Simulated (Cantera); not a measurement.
A Cantera script and what it prints.

```python
import numpy as np
import cantera as ct

gas_names = """
    H HNO HNO2 HNO3 HO2 H2 H2O H2O2 N NH NH2 NH3 NH2OH NO NO2 NO3 N2 N2H2 N2H4 N2O O OH O2 O3 Si SiH
    SiH2 SiH3 SiH4 SiN SiO SiO2 Si2 Si2N Si3
""".split()
cond_names = """
    H2O(s) H2O(L) Si(cr) Si(L) SiO2(Lqz) SiO2(hqz) SiO2(L) Si2N2O(s) Si3N4(a)
""".split()


def load(file, names, dense=False):
    # The tables refer to 1 bar. Condensed volumes are neglected.
    table = {s.name: s for s in ct.Species.list_from_file(file)}
    out = []
    for n in names:
        d = dict(table[n].input_data)
        d["thermo"] = dict(d["thermo"], **{"reference-pressure": 1e5})
        if dense:
            d["equation-of-state"] = {"model": "constant-volume", "density": "1e6 g/cm^3"}
        out.append(ct.Species.from_dict(d))
    return out


gas = ct.Solution(thermo="ideal-gas", species=load("nasa_gas.yaml", gas_names))
cond = {s.name: ct.Solution(thermo="fixed-stoichiometry", species=[s], name=s.name)
        for s in load("nasa_condensed.yaml", cond_names, dense=True)}
atoms = {
    'Si3N4': {'Si': 3, 'N': 4},
    'H2O': {'H': 2, 'O': 1},
}
top_T = {'Si2N2O(s)': 2100, 'Si3N4(a)': 2400}  # K; cautious upper limits of use, not melting points


def equilibrate(T, P, feed):
    n = {}
    for name, mol in feed.items():
        for a, k in atoms[name].items():
            n[a] = n.get(a, 0.0) + k * mol
    gas.TPX = T, P, n
    mass = sum(n.values()) * gas.mean_molecular_weight
    gas.equilibrate("TP")
    valid = [c for c in cond.values() if c.min_temp <= T <= top_T.get(c.name, c.max_temp)]
    mix = ct.Mixture([(gas, mass / gas.mean_molecular_weight)] + [(c, 0.0) for c in valid])
    mix.T, mix.P = T, P
    mix.equilibrate("TP", solver="vcs", rtol=1e-11, max_steps=5000)
    return mix


results = []
feed = {'Si3N4': 1, 'H2O': 0.87}  # mol
P = 133.322  # Pa
for T in [950, 1050, 1150, 1250, 1350, 1450, 1550, 1650, 1750, 1850, 1950, 2050]:
    mix = equilibrate(T, P, feed)
    results.append((T, P, feed, dict(zip(mix.species_names, mix.species_moles))))

top = {s: max(r[3][s] / sum(r[3][g] for g in gas_names) for r in results) for s in gas_names}
cols = sorted((s for s in top if top[s] > 1e-05), key=lambda s: -top[s])[:6]
seen = [c for c in cond_names if any(r[3].get(c, 0) > 1e-12 for r in results)]
print("log10 of partial pressures in bar; condensed amounts in mol")
print(f"{'T/K':>10s}" + "".join(f"{s[:9]:>10s}" for s in cols + seen))
for T, P, feed, n in results:
    ng = sum(n[g] for g in gas_names)
    print(f"{T:10.4g}" + "".join(f"{np.log10(max(n[s] / ng * P / 1e5, 1e-99)):10.3f}" for s in cols)
          + "".join(f"{n.get(c, 0):10.4g}" for c in seen))
```

Output:

```
log10 of partial pressures in bar; condensed amounts in mol
       T/K        H2        N2       SiO        Si         H       Si2    Si(cr)     Si(L) Si2N2O(s)  Si3N4(a)
       950    -3.000    -3.477   -18.107   -22.540   -10.755   -33.716         0         0      0.87      0.42
      1050    -3.000    -3.477   -15.034   -18.893    -9.591   -28.054         0         0      0.87      0.42
      1150    -3.000    -3.477   -12.503   -15.884    -8.627   -23.385         0         0      0.87      0.42
      1250    -3.000    -3.477   -10.384   -13.362    -7.816   -19.471         0         0      0.87      0.42
      1350    -3.000    -3.477    -8.585   -11.217    -7.123   -16.145         0         0      0.87      0.42
      1450    -3.000    -3.477    -7.039    -9.372    -6.524   -13.285         0         0    0.8699      0.42
      1550    -3.001    -3.477    -5.697    -7.768    -6.002   -10.800         0         0    0.8682    0.4206
      1650    -3.209    -3.161    -4.627    -6.572    -5.646    -9.044     1.003         0    0.8368   0.09674
      1750    -3.513    -3.148    -3.510    -5.824    -5.390    -8.110         0     2.125         0         0
      1850    -3.519    -3.151    -3.512    -5.191    -5.028    -7.346         0      2.11         0         0
      1950    -3.534    -3.158    -3.520    -4.623    -4.708    -6.661         0     2.057         0         0
      2050    -3.571    -3.180    -3.542    -4.112    -4.430    -6.045         0     1.882         0         0
```

These are equilibrium values from Cantera (NASA tables, ideal gas, pure condensed phases), not measurements of a reactor. Mutual solubility and eutectic melting of coexisting phases are not modelled. The tables' values for SiN are old estimates; treat these amounts as uncertain. Gases not in the tables: Si2H6 and higher silanes.
